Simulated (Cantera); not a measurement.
An adiabatic, constant-volume homogeneous reactor starts with 9.66 % CO, 2.51 % H₂, 18.5 % O₂, 69.4 % N₂, equivalence ratio 0.33, at 1300 K and 1.00 atm.

Detailed kinetics in Cantera: GRI-Mech 3.0 (53 species, 325 reactions).

x: mole fraction; the columns are a selection and need not sum to one.

```json
[
 {"t (s)": "3.00e-6", "T (K)": "1300", "P (bar)": "1.01", "x CO": "0.0966", "x H₂": "0.0251", "x O₂": "0.185", "x O": "1.30e-8", "x NO": "<1e-12", "x CO₂": "1.31e-8", "x OH": "4.51e-9"},
 {"t (s)": "1.03e-5", "T (K)": "1300", "P (bar)": "1.01", "x CO": "0.0966", "x H₂": "0.0251", "x O₂": "0.185", "x O": "1.18e-7", "x NO": "<1e-12", "x CO₂": "9.48e-8", "x OH": "6.19e-8"},
 {"t (s)": "3.55e-5", "T (K)": "1300", "P (bar)": "1.01", "x CO": "0.0966", "x H₂": "0.0250", "x O₂": "0.184", "x O": "…", "x NO": "5.18e-12", "x CO₂": "…", "x OH": "…"},
 {"t (s)": "0.000122", "T (K)": "…", "P (bar)": "1.36", "x CO": "…", "x H₂": "…", "x O₂": "0.137", "x O": "…", "x NO": "…", "x CO₂": "…", "x OH": "0.00556"},
 {"t (s)": "0.000421", "T (K)": "2272", "P (bar)": "1.68", "x CO": "0.0104", "x H₂": "0.000438", "x O₂": "0.131", "x O": "0.00598", "x NO": "0.000158", "x CO₂": "0.0914", "x OH": "0.00553"},
 {"t (s)": "0.00145", "T (K)": "2373", "P (bar)": "1.74", "x CO": "0.00400", "x H₂": "0.000170", "x O₂": "0.131", "x O": "0.00218", "x NO": "0.000604", "x CO₂": "0.0984", "x OH": "0.00376"},
 {"t (s)": "0.00499", "T (K)": "2373", "P (bar)": "1.74", "x CO": "0.00378", "x H₂": "0.000162", "x O₂": "0.130", "x O": "0.00206", "x NO": "0.00183", "x CO₂": "0.0987", "x OH": "0.00366"},
 {"t (s)": "0.0172", "T (K)": "2366", "P (bar)": "1.74", "x CO": "0.00365", "x H₂": "0.000157", "x O₂": "0.129", "x O": "0.00197", "x NO": "0.00527", "x CO₂": "0.0988", "x OH": "0.00356"},
 {"t (s)": "0.0591", "T (K)": "2353", "P (bar)": "1.73", "x CO": "0.00344", "x H₂": "0.000149", "x O₂": "0.126", "x O": "0.00182", "x NO": "0.0108", "x CO₂": "0.0991", "x OH": "0.00340"},
 {"t (s)": "0.203", "T (K)": "2349", "P (bar)": "1.73", "x CO": "0.00337", "x H₂": "0.000146", "x O₂": "0.125", "x O": "0.00177", "x NO": "0.0129", "x CO₂": "0.0991", "x OH": "0.00334"},
 {"t (s)": "0.700", "T (K)": "2349", "P (bar)": "1.73", "x CO": "0.00337", "x H₂": "0.000146", "x O₂": "0.125", "x O": "0.00177", "x NO": "0.0129", "x CO₂": "0.0991", "x OH": "0.00334"}
]
```

**Question.** Complete the blanks.

**Answer.** 
- 3.55e-5, x O: 6.71e-5
- 3.55e-5, x CO₂: 4.35e-5
- 3.55e-5, x OH: 3.77e-5
- 0.000122, T (K): 1794
- 0.000122, x CO: 0.0406
- 0.000122, x H₂: 0.00128
- 0.000122, x O: 0.0213
- 0.000122, x NO: 1.32e-5
- 0.000122, x CO₂: 0.0584
